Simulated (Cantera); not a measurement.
Feed: 1 mol CCl₄, 0.057 mol Si, 8 mol H₂, equilibrated at 0.450 bar.

Cantera equilibrium calculation (NASA polynomials, part measured and part estimated; ideal gas, pure solids and liquids). Candidate condensed phases: C, C₆H₆, C₇H₈, C₈H₁₈, Si, SiC; 109 gas species. The tables' values for SiCl, SiCl₃, CCl are old estimates; treat these amounts as uncertain. Gases not in the tables: Si₂H₆ and higher silanes. Kinetics and transport are ignored.

log p: log10 of the partial pressure in bar; n: condensed amount in mol.

```json
[
 {"T (K)": "1900", "log p H₂": "-0.56", "log p H": "-3.38", "log p HCl": "-0.76", "log p Cl": "-3.70", "log p C₂H₂ (acetylene)": "-3.98", "n C(graphite)": "0.994"},
 {"T (K)": "2100", "log p H₂": "-0.57", "log p H": "-2.79", "log p HCl": "-0.76", "log p Cl": "-3.12", "log p C₂H₂ (acetylene)": "-3.41", "n C(graphite)": "0.982"},
 {"T (K)": "2300", "log p H₂": "-0.57", "log p H": "-2.30", "log p HCl": "-0.77", "log p Cl": "-2.64", "log p C₂H₂ (acetylene)": "-2.94", "n C(graphite)": "0.947"},
 {"T (K)": "2500", "log p H₂": "-0.58", "log p H": "-1.89", "log p HCl": "-0.78", "log p Cl": "-2.24", "log p C₂H₂ (acetylene)": "-2.55", "n C(graphite)": "(withheld)"},
 {"T (K)": "2700", "log p H₂": "-0.61", "log p H": "-1.55", "log p HCl": "-0.81", "log p Cl": "-1.91", "log p C₂H₂ (acetylene)": "-2.24", "n C(graphite)": "(withheld)"},
 {"T (K)": "2900", "log p H₂": "-0.66", "log p H": "-1.27", "log p HCl": "-0.86", "log p Cl": "-1.63", "log p C₂H₂ (acetylene)": "-1.99", "n C(graphite)": "(withheld)"},
 {"T (K)": "3100", "log p H₂": "-0.73", "log p H": "-1.04", "log p HCl": "-0.94", "log p Cl": "-1.42", "log p C₂H₂ (acetylene)": "-1.85", "n C(graphite)": "0"},
 {"T (K)": "3300", "log p H₂": "-0.82", "log p H": "-0.85", "log p HCl": "-1.07", "log p Cl": "-1.27", "log p C₂H₂ (acetylene)": "-2.00", "n C(graphite)": "0"},
 {"T (K)": "3500", "log p H₂": "-0.95", "log p H": "-0.70", "log p HCl": "-1.24", "log p Cl": "-1.18", "log p C₂H₂ (acetylene)": "-2.27", "n C(graphite)": "0"}
]
```

Problem. Fill in the missing entries.

Solution. 
- 2500, n C(graphite): 0.868
- 2700, n C(graphite): 0.711
- 2900, n C(graphite): 0.427
